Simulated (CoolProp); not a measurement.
A closed Brayton cycle with carbon dioxide: compressor inlet 316.15 K and 7.6 MPa, high pressure 17.1 MPa, turbine inlet 650 K, compressor efficiency 0.85, turbine efficiency 0.85, recuperator effectiveness 0.8 (on enthalpy, no pinch check). Each further row changes one setting.

The numbers come from the reference Helmholtz-energy equation of state, Span 1996 in CoolProp.

```csv
case,thermal efficiency (%),net work (kJ/kg),compressor to turbine work,compressor exit (K),turbine exit (K)
as stated,20.9,39.8,0.48,381.5,569.3
turbine inlet 600 K,18.8,32.3,0.54,381.5,522.2
compressor inlet 326.15 K,19.4,34.1,0.56,397.0,569.3
high pressure 14.5 MPa,19.5,33.8,0.46,367.8,585.5
recuperator effectiveness 0.5,15.6,39.8,0.48,381.5,569.3
```
